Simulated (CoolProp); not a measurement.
Vapour pressure (MPa) of isobutene: the reference equation beside estimates from Tc = 144.9 °C, pc = 4.016 MPa, ω = 0.193.

Model: reference Helmholtz-energy equation of state, Lemmon 2005, in CoolProp. It is a short technical equation, of lower accuracy than the large ones.

| T (°C) | reference | Redlich-Kwong | Soave-Redlich-Kwong |
|---|---|---|---|
| -6.95 | [?] | [?] | 0.1009 |
| 12.25 | 0.2033 | 0.2830 | 0.2031 |
| 31.35 | 0.3681 | 0.4864 | [?] |
| 50.55 | 0.6190 | 0.7788 | [?] |
| 69.75 | 0.9789 | 1.176 | 0.9920 |
| 88.95 | 1.474 | 1.693 | 1.497 |
| 108.05 | [?] | [?] | [?] |
| 127.25 | 2.990 | [?] | 3.026 |

Q: Complete the blanks.

A: 
- -6.95, reference: 0.1015
- -6.95, Redlich-Kwong: 0.1494
- 31.35, Soave-Redlich-Kwong: 0.3696
- 50.55, Soave-Redlich-Kwong: 0.6247
- 108.05, reference: 2.129
- 108.05, Redlich-Kwong: 2.340
- 108.05, Soave-Redlich-Kwong: 2.164
- 127.25, Redlich-Kwong: 3.139

Absolute difference from the reference over all 8 rows, mean and median: Redlich-Kwong 24.3 and 23.0 %, Soave-Redlich-Kwong 1.0 and 1.1 %.
